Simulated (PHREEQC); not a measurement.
Solution (25 °C): 0.23 mol/kgw Cu(NO3)2 and 0.014 mol/kgw H3BO3. It is in equilibrium with CO2 at log p = -1 (atm). Otherwise closed; pH follows from the charge balance.

Model: ion-association model, phreeqc.dat, run in PHREEQC.

This is a speciation only: nothing precipitates in the calculation.

Order these C species by the share of C that they hold, largest first: CO2, CuHCO3+, HCO3-.

CO2 (92 %), CuHCO3+ (7.8 %), HCO3- (0.33 %)

The pH is 3.67 and the ionic strength 0.690 mol/kgw.
